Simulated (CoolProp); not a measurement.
Values from CoolProp's reference Helmholtz-energy equation of state, Gao 2016.

Task: For sulfur dioxide, give the phase and the cp (kJ/(kg K)), isothermal compressibility (1/MPa) at 251.85 °C and 46.7 bar; 251.85 °C and 233 bar; 251.85 °C and 350 bar.

Result: 
- 251.85 °C and 46.7 bar: gas; cp 0.870, isothermal compressibility 0.240
- 251.85 °C and 233 bar: supercritical; cp 1.78, isothermal compressibility 0.0419
- 251.85 °C and 350 bar: supercritical; cp 1.51, isothermal compressibility 0.0143
